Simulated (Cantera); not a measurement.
Adiabatic ignition

An adiabatic, constant-volume homogeneous reactor starts with CH₄ : O₂ : N₂ = 1 : 1.11 : 4.18 (molar parts), equivalence ratio 1.8, at 1573 K and 340000 Pa.

Computed with Cantera and GRI-Mech 3.0 (53 species, 325 reactions).

| t (s) | T (K) | P (bar) | x CH₄ | x O₂ | x HCO | x CO₂ | x N₂O | x CH₂CO | x CO |
|---|---|---|---|---|---|---|---|---|---|
| 1.00e-6 | 1573 | 3.40 | 0.159 | 0.176 | <1e-12 | 2.71e-12 | 1.59e-12 | <1e-12 | 2.82e-11 |
| 3.44e-6 | 1573 | 3.40 | 0.159 | 0.176 | 8.26e-12 | 7.72e-11 | 1.40e-11 | <1e-12 | 9.78e-10 |
| 1.18e-5 | 1573 | 3.40 | 0.159 | 0.176 | 1.82e-10 | 3.79e-9 | 1.27e-10 | 4.06e-12 | 5.63e-8 |
| 4.07e-5 | 1573 | 3.40 | 0.159 | 0.176 | 6.71e-9 | 2.50e-7 | 8.14e-10 | 5.07e-9 | 5.82e-6 |
| 0.000140 | 1587 | 3.43 | 0.155 | 0.174 | 1.74e-7 | 9.28e-6 | 6.51e-9 | 2.32e-6 | 0.000487 |
| 0.000482 | 2939 | 7.35 | 5.94e-11 | 0.000239 | 1.21e-6 | 0.0187 | 1.60e-7 | <1e-12 | 0.119 |
| 0.00166 | 2938 | 7.34 | 5.98e-11 | 0.000237 | 1.20e-6 | 0.0187 | 1.66e-7 | <1e-12 | 0.119 |
| 0.00571 | 2938 | 7.34 | 5.98e-11 | 0.000237 | 1.20e-6 | 0.0187 | 1.66e-7 | <1e-12 | 0.119 |
| 0.0196 | 2938 | 7.34 | 5.98e-11 | 0.000237 | 1.20e-6 | 0.0187 | 1.66e-7 | <1e-12 | 0.119 |
| 0.0676 | 2938 | 7.34 | 5.98e-11 | 0.000237 | 1.20e-6 | 0.0187 | 1.66e-7 | <1e-12 | 0.119 |
| 0.233 | 2938 | 7.34 | 5.98e-11 | 0.000237 | 1.20e-6 | 0.0187 | 1.66e-7 | <1e-12 | 0.119 |
| 0.800 | 2938 | 7.34 | 5.98e-11 | 0.000237 | 1.20e-6 | 0.0187 | 1.66e-7 | <1e-12 | 0.119 |
x: mole fraction; the columns are a selection and need not sum to one.

- time of steepest temperature rise: 0.268 ms
- temperature at 0.800 s: 2938 K
- equilibrium temperature: 2938 K
- x(CH₄) at 0.800 s: 5.98e-11 (gas-phase equilibrium 6.77e-11)
- x(O₂) at 0.800 s: 0.000237 (gas-phase equilibrium 0.000237)
- x(HCO) at 0.800 s: 1.20e-6 (gas-phase equilibrium 1.20e-6)
